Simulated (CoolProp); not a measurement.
A single-stage vapour-compression cycle with ethanol: evaporating at 303.15 K (dew point), condensing at 325.15 K (bubble point), superheat 0 K, subcooling 5 K, compressor efficiency 0.9, no pressure losses. Each further row changes one setting.

Values from CoolProp's reference Helmholtz-energy equation of state, Schroeder 2014.

```json
[
 {"case": "as stated", "cooling COP": "[?]", "pressure ratio": "3.09", "discharge temperature (K)": "352.2", "refrigerating effect (kJ/kg)": "872", "volumetric capacity (kJ/m³)": "168"},
 {"case": "evaporating temperature 308.15 K", "cooling COP": "15.9", "pressure ratio": "2.35", "discharge temperature (K)": "345.4", "refrigerating effect (kJ/kg)": "879", "volumetric capacity (kJ/m³)": "219"},
 {"case": "condensing temperature 320.15 K", "cooling COP": "[?]", "pressure ratio": "[?]", "discharge temperature (K)": "341.6", "refrigerating effect (kJ/kg)": "885", "volumetric capacity (kJ/m³)": "170"},
 {"case": "subcooling 10 K", "cooling COP": "12.1", "pressure ratio": "3.09", "discharge temperature (K)": "352.2", "refrigerating effect (kJ/kg)": "885", "volumetric capacity (kJ/m³)": "170"},
 {"case": "superheat 10 K", "cooling COP": "11.8", "pressure ratio": "3.09", "discharge temperature (K)": "[?]", "refrigerating effect (kJ/kg)": "887", "volumetric capacity (kJ/m³)": "165"},
 {"case": "compressor efficiency 0.8", "cooling COP": "[?]", "pressure ratio": "3.09", "discharge temperature (K)": "357.7", "refrigerating effect (kJ/kg)": "872", "volumetric capacity (kJ/m³)": "168"}
]
```

Problem. Complete the blanks.

Solution. 
- as stated, cooling COP: 12.0
- condensing temperature 320.15 K, cooling COP: 15.6
- condensing temperature 320.15 K, pressure ratio: 2.43
- superheat 10 K, discharge temperature (K): 362.5
- compressor efficiency 0.8, cooling COP: 10.6
